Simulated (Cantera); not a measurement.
A Cantera script and what it prints.

```python
import numpy as np
import cantera as ct

gas_names = [...]  # 95 gases of nasa_gas.yaml made of C, F, H
cond_names = """
    C(gr) C6H6(L) C7H8(L) C8H18(L),n-octa
""".split()


# ... load() reads the species with a 1 bar reference pressure and builds the phases ...
atoms = {
    'CH3F': {'C': 1, 'H': 3, 'F': 1},
    'CH4': {'C': 1, 'H': 4},
    'H2': {'H': 2},
}
top_T = {'C(gr)': 4500}  # K; cautious upper limits of use, not melting points


# ... equilibrate(T, P, feed) seeds the gas with the atoms and calls Mixture.equilibrate('TP', solver="vcs", rtol=1e-11, max_steps=5000) ...
results = []
feed = {'CH3F': 1, 'CH4': 0.046, 'H2': 3.1}  # mol
T = 2550  # K
P = 1.2  # Pa
mix = equilibrate(T, P, feed)
results.append((T, P, feed, dict(zip(mix.species_names, mix.species_moles))))
print(gas.report(threshold=1e-05))
for i in range(1, mix.n_phases):
    print(f"{mix.phase(i).name:16s} {mix.phase_moles(i):12.5e} mol")
```

It prints:

```
       temperature   2550 K
          pressure   1.2 Pa
           density   2.3306e-07 kg/m^3
  mean mol. weight   4.1178 kg/kmol
   phase of matter   gas

                          1 kg             1 kmol
                     ---------------   ---------------
          enthalpy        6.1282e+07        2.5235e+08  J
   internal energy        5.6133e+07        2.3114e+08  J
           entropy             66277        2.7291e+05  J/K
    Gibbs function       -1.0772e+08       -4.4358e+08  J
 heat capacity c_p            5620.8             23145  J/K
 heat capacity c_v            3601.6             14831  J/K

                      mass frac. Y      mole frac. X     chem. pot. / RT
                     ---------------   ---------------   ---------------
                 C          0.052704          0.018069           -3.7184
                CF         0.0035276        0.00046844           -37.695
                C2          0.021247         0.0036421           -7.4368
               C2H         0.0023938        0.00039381           -25.612
    C2H2,acetylene        0.00032484        5.1372e-05           -43.787
                C3           0.22757          0.026006           -11.155
                C4        0.00015234        1.3057e-05           -14.874
                C5        0.00061639        4.2264e-05           -18.592
                 F           0.08572          0.018579           -33.976
                 H           0.20627           0.84264           -18.175
                HF           0.39516          0.081334           -52.151
                H2         0.0042874         0.0087573            -36.35
     [  +83 minor]        2.5538e-05        6.8219e-06

C(gr)             0.00000e+00 mol
```

These are equilibrium values from Cantera (NASA tables, ideal gas, pure condensed phases), not measurements of a reactor.
